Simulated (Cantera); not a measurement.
Premixed flame

A freely propagating, adiabatic, planar premixed flame of 25.0 % CO, 3.66 % H₂, 2.50 % CH₄, 13.7 % O₂, 51.6 % N₂, 3.47 % CO₂, unburnt at 575 K and 0.530 bar; mixture-averaged transport, grid criteria slope 0.08 and curve 0.16, no radiation.

Cantera simulation using GRI-Mech 3.0 (53 species, 325 reactions); the numbers are that mechanism's predictions, not measurements. Burning velocities carry a grid error of a few per cent, more on coarse grids.

| z (mm) | T (K) | u (m/s) | x CO | x H₂ | x CH₄ | x HO₂ | x CH₃ | x C₂H₄ |
|---|---|---|---|---|---|---|---|---|
| -2.32 | 575 | 2.38 | 0.250 | 0.0366 | 0.0250 | <1e-8 | <1e-8 | <1e-8 |
| -1.55 | 575 | 2.38 | 0.250 | 0.0366 | 0.0250 | 1.92e-8 | <1e-8 | <1e-8 |
| -1.16 | 575 | 2.38 | 0.250 | 0.0365 | 0.0250 | 4.41e-7 | <1e-8 | <1e-8 |
| -0.773 | 576 | 2.38 | 0.250 | 0.0362 | 0.0250 | 1.86e-5 | 3.82e-7 | <1e-8 |
| -0.386 | 644 | 2.67 | 0.249 | 0.0343 | 0.0246 | 0.000146 | 1.89e-5 | 4.23e-7 |
| -0.193 | 883 | 3.65 | 0.243 | 0.0312 | 0.0205 | 7.94e-5 | 8.97e-5 | 4.91e-6 |
| 0 | 1300 | 5.38 | 0.231 | 0.0244 | 0.00601 | 4.76e-5 | 0.000328 | 8.78e-6 |
| 0.193 | 1515 | 6.21 | 0.204 | 0.0146 | 0.000234 | 1.27e-5 | 2.58e-5 | 1.31e-7 |
| 0.386 | 1605 | 6.51 | 0.180 | 0.0118 | 3.72e-6 | 7.38e-6 | 5.49e-7 | <1e-8 |
| 0.773 | 1710 | 6.85 | 0.157 | 0.0126 | <1e-8 | 4.61e-6 | <1e-8 | <1e-8 |
| 1.55 | 1821 | 7.22 | 0.149 | 0.0130 | <1e-8 | 3.31e-6 | <1e-8 | <1e-8 |
| 3.09 | 1940 | 7.63 | 0.146 | 0.0123 | <1e-8 | 2.42e-6 | <1e-8 | <1e-8 |
| 6.18 | 2061 | 8.03 | 0.142 | 0.0112 | <1e-8 | 1.61e-6 | <1e-8 | <1e-8 |
x: mole fraction of selected species; z is measured from the peak of heat release.

```json
{
 "laminar_burning_velocity": "238 cm/s",
 "thermal_thickness": "0.773 mm",
 "peak x(HO₂)": "0.000152",
 "peak x(CH₃)": "0.000352",
 "peak x(C₂H₄)": "1.16e-5",
 "grid_points": "156"
}
```
